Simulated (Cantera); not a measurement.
**Equilibrium for silicon etching in halogen gases: Si + HCl + N2**

Feed: 1 mol Si, a varied amount of HCl, 78 mol N2, held at 1275 °C and 1.10 mbar.

Cantera equilibrium calculation (NASA polynomials, part measured and part estimated; ideal gas, pure solids and liquids). Candidate condensed phases: NH4Cl, Si, Si3N4; 28 gas species. The tables' values for SiCl3, SiCl are old estimates; treat these amounts as uncertain. Equilibrium is a limit: real reactors are often held back by kinetics, nucleation or transport.

| n(HCl) (mol) | x N2 | x HCl | x H2 | x SiCl2 | x Cl | x SiCl3 | x SiCl4 | x H | n Si3N4(s) |
|---|---|---|---|---|---|---|---|---|---|
| 2.6 | 0.968 | 0.0117 | 0.0103 | 0.0102 | 8.52e-5 | 7.16e-5 | 1.41e-6 | 9.41e-5 | 0.0581 |
| 5.6 | 0.933 | 0.0425 | 0.0122 | 0.0117 | 0.000285 | 0.000275 | 1.81e-5 | 0.000103 | 0 |
| 8.6 | 0.901 | 0.0751 | 0.0120 | 0.0110 | 0.000508 | 0.000463 | 5.44e-5 | 0.000102 | 0 |
| 12 | 0.867 | 0.110 | 0.0119 | 0.0104 | 0.000745 | 0.000638 | 0.000110 | 0.000101 | 0 |
| 15 | 0.839 | 0.138 | 0.0117 | 0.00982 | 0.000943 | 0.000765 | 0.000167 | 0.000101 | 0 |
| 18 | 0.813 | 0.164 | 0.0116 | 0.00932 | 0.00113 | 0.000870 | 0.000228 | 1.00e-4 | 0 |
| 21 | 0.788 | 0.189 | 0.0115 | 0.00885 | 0.00131 | 0.000957 | 0.000290 | 9.95e-5 | 0 |
| 24 | 0.765 | 0.212 | 0.0114 | 0.00842 | 0.00148 | 0.00103 | 0.000352 | 9.90e-5 | 0 |
x: gas mole fraction; n: condensed amount in mol.

At 2.6 mol HCl the condensed part is Si3N4(s). From 5.6 mol HCl to 24 mol HCl nothing is condensed. The main Si-bearing gas is SiCl2 throughout.
